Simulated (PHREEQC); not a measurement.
**Acid rinse or clean**

Consider water at 20 °C with 0.0014 mol HNO3, 0.0029 mol FeCl3 and 0.00014 mol MnSO4 per kg of water. Closed to the air; pH follows from the charge balance.

Computed with PHREEQC (ion-association model, phreeqc.dat).

Precipitation was switched off in this run.

Problem. What pH, ionic strength does the model give?

Solution. pH 2.56; ionic strength 0.0157 mol/kgw.

Problem. In which forms is Fe present?

Solution. FeOH+2 41 %, Fe+3 38 %, Fe2(OH)2+4 9.0 %, FeCl+2 4.6 %, FeSO4+ 3.4 %, Fe(OH)2+ 2.8 % of the Fe.

Saturation is exceeded, for instance for Hematite (slow to form), Goethite (slow to form); the values hold only as long as no solid forms. Complexes and solids missing from the database can't appear.
